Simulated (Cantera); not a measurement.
An isothermal, constant-pressure homogeneous reactor starts with H2 : O2 = 0.11 : 1 (molar parts), equivalence ratio 0.055, at 1023 K and 0.825 Torr. Integrator tolerance rtol = 1e-08.

Computed with Cantera and GRI-Mech 3.0 (53 species, 325 reactions). Radical loss at walls, strong at low pressure, is not modelled. The temperature is held fixed by assumption; the heat of reaction is taken as removed at once.

Question: What does this change do: temperature 1023 to 1448 K?

Answer: 
```
quantity                                             before                                     after
-----------------  ----------------------------------------  ----------------------------------------
x(H2) at 1.00 s    0.00152 (gas-phase equilibrium 5.71e-10)   0.00263 (gas-phase equilibrium 3.07e-6)
x(O2) at 1.00 s         0.865 (gas-phase equilibrium 0.896)       0.832 (gas-phase equilibrium 0.895)
x(HO2) at 1.00 s   7.73e-7 (gas-phase equilibrium 7.36e-10)   2.45e-7 (gas-phase equilibrium 7.28e-8)
x(H2O) at 1.00 s       0.0922 (gas-phase equilibrium 0.104)      0.0843 (gas-phase equilibrium 0.104)
x(H2O2) at 1.00 s  1.18e-8 (gas-phase equilibrium 1.23e-11)  7.48e-9 (gas-phase equilibrium 4.97e-10)
x(OH) at 1.00 s     0.00230 (gas-phase equilibrium 1.44e-6)   0.0111 (gas-phase equilibrium 0.000395)
```
